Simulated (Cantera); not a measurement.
Cantera run:

```python
import numpy as np
import cantera as ct

gas_names = """
    CL CL2 H HCL H2 Si SiCL SiCL2 SiCL3 SiCL4 SiH SiHCL3 SiH2 SiH2CL2 SiH3 SiH3CL SiH4 Si2 Si3
""".split()
cond_names = """
    Si(cr) Si(L)
""".split()


def load(file, names, dense=False):
    # The tables refer to 1 bar. Condensed volumes are neglected.
    table = {s.name: s for s in ct.Species.list_from_file(file)}
    out = []
    for n in names:
        d = dict(table[n].input_data)
        d["thermo"] = dict(d["thermo"], **{"reference-pressure": 1e5})
        if dense:
            d["equation-of-state"] = {"model": "constant-volume", "density": "1e6 g/cm^3"}
        out.append(ct.Species.from_dict(d))
    return out


gas = ct.Solution(thermo="ideal-gas", species=load("nasa_gas.yaml", gas_names))
cond = {s.name: ct.Solution(thermo="fixed-stoichiometry", species=[s], name=s.name)
        for s in load("nasa_condensed.yaml", cond_names, dense=True)}
atoms = {
    'Si': {'Si': 1},
    'Cl2': {'CL': 2},
    'H2': {'H': 2},
}
top_T = {}  # K; cautious upper limits of use, not melting points


def equilibrate(T, P, feed):
    n = {}
    for name, mol in feed.items():
        for a, k in atoms[name].items():
            n[a] = n.get(a, 0.0) + k * mol
    gas.TPX = T, P, n
    mass = sum(n.values()) * gas.mean_molecular_weight
    gas.equilibrate("TP")
    valid = [c for c in cond.values() if c.min_temp <= T <= top_T.get(c.name, c.max_temp)]
    mix = ct.Mixture([(gas, mass / gas.mean_molecular_weight)] + [(c, 0.0) for c in valid])
    mix.T, mix.P = T, P
    mix.equilibrate("TP", solver="vcs", rtol=1e-11, max_steps=5000)
    return mix


results = []
feed = {'Si': 1, 'Cl2': 0.92, 'H2': 14}  # mol
P = 13332.2  # Pa
for T in [998, 1048, 1098, 1148, 1198, 1248, 1298, 1348, 1398, 1448]:
    mix = equilibrate(T, P, feed)
    results.append((T, P, feed, dict(zip(mix.species_names, mix.species_moles))))

top = {s: max(r[3][s] / sum(r[3][g] for g in gas_names) for r in results) for s in gas_names}
cols = sorted((s for s in top if top[s] > 1e-05), key=lambda s: -top[s])[:6]
seen = [c for c in cond_names if any(r[3].get(c, 0) > 1e-12 for r in results)]
print("log10 of partial pressures in bar; condensed amounts in mol")
print(f"{'T/K':>10s}" + "".join(f"{s[:9]:>10s}" for s in cols + seen))
for T, P, feed, n in results:
    ng = sum(n[g] for g in gas_names)
    print(f"{T:10.4g}" + "".join(f"{np.log10(max(n[s] / ng * P / 1e5, 1e-99)):10.3f}" for s in cols)
          + "".join(f"{n.get(c, 0):10.4g}" for c in seen))
```

It prints:

```
log10 of partial pressures in bar; condensed amounts in mol
       T/K        H2       HCL     SiCL4     SiCL2    SiHCL3     SiCL3    Si(cr)
       998    -0.895    -2.765    -2.573    -4.407    -2.862    -4.185    0.5411
      1048    -0.897    -2.599    -2.606    -4.031    -2.895    -3.950    0.5615
      1098    -0.900    -2.453    -2.656    -3.699    -2.940    -3.752     0.585
      1148    -0.903    -2.328    -2.730    -3.412    -3.002    -3.592    0.6094
      1198    -0.907    -2.223    -2.835    -3.168    -3.089    -3.475     0.632
      1248    -0.910    -2.140    -2.984    -2.970    -3.207    -3.406    0.6498
      1298    -0.914    -2.079    -3.182    -2.819    -3.362    -3.389    0.6612
      1348    -0.917    -2.039    -3.430    -2.713    -3.554    -3.422    0.6665
      1398    -0.918    -2.015    -3.716    -2.642    -3.773    -3.494    0.6673
      1448    -0.919    -2.002    -4.022    -2.597    -4.007    -3.592    0.6655
```

Equilibrium computed with Cantera from the NASA thermochemical tables; the gas is ideal and each condensed phase is pure. The tables' values for SiCl3 are old estimates; treat these amounts as uncertain.
